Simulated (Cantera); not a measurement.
Cantera run:

```python
import numpy as np
import cantera as ct

gas_names = [...]  # 113 gases of nasa_gas.yaml made of C, H, O, Ti
cond_names = """
    C(gr) C6H6(L) C7H8(L) C8H18(L),n-octa H2O(s) H2O(L) Ti(a) Ti(b) Ti(L) TiC(s) TiC(L) TiO(a) TiO(b)
    TiO(L) TiO2(ru) TiO2(L) Ti2O3(a) Ti2O3(b) Ti2O3(L) Ti3O5(a) Ti3O5(b) Ti3O5(L) Ti4O7(s) Ti4O7(L)
""".split()


# ... load() reads the species with a 1 bar reference pressure and builds the phases ...
atoms = {
    'Ti(OiPr)4': {'Ti': 1, 'C': 12, 'H': 28, 'O': 4},
    'H2': {'H': 2},
}
top_T = {'C(gr)': 4500}  # K; cautious upper limits of use, not melting points


# ... equilibrate(T, P, feed) seeds the gas with the atoms and calls Mixture.equilibrate('TP', solver="vcs", rtol=1e-11, max_steps=5000) ...
results = []
feed = {'Ti(OiPr)4': 1, 'H2': 2.1}  # mol
P = 133.322  # Pa
for T in [1625, 1700, 1775, 1850, 1925, 2000, 2075, 2150]:
    mix = equilibrate(T, P, feed)
    results.append((T, P, feed, dict(zip(mix.species_names, mix.species_moles))))

top = {s: max(r[3][s] / sum(r[3][g] for g in gas_names) for r in results) for s in gas_names}
cols = sorted((s for s in top if top[s] > 1e-05), key=lambda s: -top[s])[:9]
seen = [c for c in cond_names if any(r[3].get(c, 0) > 1e-12 for r in results)]
print("log10 of partial pressures in bar; condensed amounts in mol")
print(f"{'T/K':>10s}" + "".join(f"{s[:9]:>10s}" for s in cols + seen))
for T, P, feed, n in results:
    ng = sum(n[g] for g in gas_names)
    print(f"{T:10.4g}" + "".join(f"{np.log10(max(n[s] / ng * P / 1e5, 1e-99)):10.3f}" for s in cols)
          + "".join(f"{n.get(c, 0):10.4g}" for c in seen))
```

It prints:

```
log10 of partial pressures in bar; condensed amounts in mol
       T/K        H2        CO         H C2H2,acet     C(gr)    TiC(s)
      1625    -2.972    -3.577    -5.638    -7.421     6.999         1
      1700    -2.973    -3.577    -5.318    -7.108     6.998         1
      1775    -2.975    -3.578    -5.026    -6.822     6.995         1
      1850    -2.978    -3.579    -4.758    -6.560     6.992         1
      1925    -2.983    -3.581    -4.511    -6.322     6.985         1
      2000    -2.991    -3.585    -4.284    -6.106     6.976         1
      2075    -3.004    -3.590    -4.076    -5.910     6.962         1
      2150    -3.023    -3.598    -3.886    -5.736     6.941    0.9998
```

Cantera equilibrium calculation (NASA polynomials, part measured and part estimated; ideal gas, pure solids and liquids). The feed counts by its element totals alone. TiC: taken at fixed stoichiometry.
